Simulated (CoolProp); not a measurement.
Vapour-liquid equilibrium of n-butane (1) + acetone (2) at 373.9 K; x and y are mole fractions of (1).

The numbers come from the multi-fluid Helmholtz-energy mixture model, Bücker 2006 and Lemmon 2006; pair parameters Bell 2016 in CoolProp.

```
x      bubble pressure (bar)  y at the bubble point  dew pressure at overall composition x (bar)  liquid density (mol/L)
-----  ---------------------  ---------------------  -------------------------------------------  ----------------------
0.05                   5.341                  0.294                                        3.996                   11.67
0.125                  7.336                  0.498                                        4.335                   11.29
0.2                    8.947                  0.601                                        4.733                   10.92
0.275                  10.22                  0.662                                        5.204                   10.56
0.35                   11.22                  0.704                                        5.774                   10.21
0.425                  12.02                  0.735                                        6.475                   9.878
0.5                    12.68                  0.760                                        7.356                   9.555
0.575                  13.24                  0.784                                        8.486                   9.250
0.65                   13.75                  0.808                                        9.949                   8.964
0.725                  14.23                  0.835                                        11.77                   8.703
0.8                    14.68                  0.867                                        13.59                   8.469
0.875                  15.08                  0.906                                        14.78                   8.268
0.95                   15.37                  0.957                                        15.35                   8.103
```

No azeotrope shows between x = 0.05 and 0.95.

The pair parameters rest on a limited set of measurements; away from them the model extrapolates.
